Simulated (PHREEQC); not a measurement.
0.21 g of hydrous ferric oxide (600 m²/g; 0.2 weak and 0.005 strong sites per Fe, Dzombak-Morel constants, diffuse double layer) in 1 kg of water with 0.05 mol/kgw of an inert sodium salt, at 25 °C; the pH is set by adding NaOH or the inert anion's acid. Oxygen alone is held at its pressure in air (log pO2 = -0.68). CO2 from the air is kept out. Precipitation was switched off in this run.

Computed with PHREEQC (ion-association model, wateq4f.dat).

Problem. Predict surface charge σ (C/m²) at pH = 4, 5.33, 10.67.

Solution. 
```json
[
 {"pH": "4", "surface charge σ (C/m²)": "0.294"},
 {"pH": "5.33", "surface charge σ (C/m²)": "0.146"},
 {"pH": "10.67", "surface charge σ (C/m²)": "-0.126"}
]
```
